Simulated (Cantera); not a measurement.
Input: 1 mol MgSO4, 2.9 mol H2O, 15 mol O2, held at 0.135 Torr.

These are equilibrium values from Cantera (NASA tables, ideal gas, pure condensed phases), not measurements of a reactor. Candidate condensed phases: H2O, H2SO4, Mg, MgO, Mg(OH)2, MgS, MgSO4, S; 26 gas species. Equilibrium is a limit: real reactors are often held back by kinetics, nucleation or transport.

x: gas mole fraction; n: condensed amount in mol.

```
T (K)   x O2  x H2O   x SO2        x OH  n MgO(s)
-----  -----  -----  ------  ----------  --------
975    0.799  0.150  0.0501  (withheld)      1.00
1075   0.799  0.150  0.0511  (withheld)      1.00
1175   0.799  0.149  0.0514  (withheld)      1.00
1275   0.799  0.149  0.0515  (withheld)      1.00
1375   0.799  0.149  0.0515  (withheld)      1.00
1475   0.798  0.149  0.0515  (withheld)      1.00
1575   0.797  0.148  0.0515  (withheld)     1.000
```

### Question
Complete the blanks.

### Answer

- 975, x OH: 1.03e-6
- 1075, x OH: 6.63e-6
- 1175, x OH: 3.12e-5
- 1275, x OH: 0.000115
- 1375, x OH: 0.000352
- 1475, x OH: 0.000923
- 1575, x OH: 0.00214
